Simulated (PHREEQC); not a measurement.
# Alkaline etch or developer: an equilibrium model

A solution holds 4.4 mmol/kgw TMAH, 0.043 mmol/kgw CO2 and 0.086 mmol/kgw (CH3)4NCl, at 25 °C. Closed to the air; pH follows from the charge balance.

Equilibrium calculation in PHREEQC: ion-association model, phreeqc.dat.

Each row changes one thing in this solution. This is a speciation only: nothing precipitates in the calculation.

```
case                                          pH  ionic strength (mol/kgw)
-----------------------------------------  -----  ------------------------
as made                                    11.60                   0.00453
CO2 from 4.3e-05 to 0.00043 mol/kgw        11.51                   0.00490
(CH3)4NCl from 8.6e-05 to 0.00086 mol/kgw  11.60                   0.00530
8.5e-05 mol/kgw Al2(SO4)3 added              [?]                   0.00478
diluted 100-fold with water                  [?]                   4.49e-5
TMAH from 0.0044 to 0.00396 mol/kgw        11.55                   0.00409
CO2 left out                                 [?]                       [?]
temperature from 25 to 50 °C               10.86                   0.00452
```

Question: Fill in the missing entries.

Answer: 
- 8.5e-05 mol/kgw Al2(SO4)3 added, pH: 11.52
- diluted 100-fold with water, pH: 9.63
- CO2 left out, pH: 11.61
- CO2 left out, ionic strength (mol/kgw): 0.00449

Complexes and solids missing from the database can't appear. (CH3)4N+ isn't in the database: it is added as a free cation with an ion size of 4 Å. Away from 25 °C the constants follow the database's enthalpies or fits; those with neither stay at their 25 °C values.
